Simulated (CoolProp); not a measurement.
Toluene along the isotherm 620 K: Z from the reference equation and from simpler models built on Tc = 591.7 K, pc = 4.126 MPa, ω = 0.266; each cubic takes its own stable root.

The numbers come from the reference Helmholtz-energy equation of state, Lemmon 2006 in CoolProp. It is a short technical equation, of lower accuracy than the large ones.

```
p (MPa)          phase  reference
-------  -------------  ---------
1.29               gas     0.8958
2.58               gas     0.7761
3.87               gas     0.6303
5.16     supercritical     0.4243
6.45     supercritical     0.2934
7.74     supercritical     0.3109
9.03     supercritical     0.3409
10.3     supercritical     0.3732
```

How far does each simpler model (van der Waals, Soave-Redlich-Kwong) lie from the reference over these 8 states: mean and median of the absolute difference, and the worst?


- van der Waals: mean 19.9 %, median 19.8 %, worst +37.5 % at 620 K and 10.3 MPa
- Soave-Redlich-Kwong: mean 12.8 %, median 13.7 %, worst +25.4 % at 620 K and 6.45 MPa
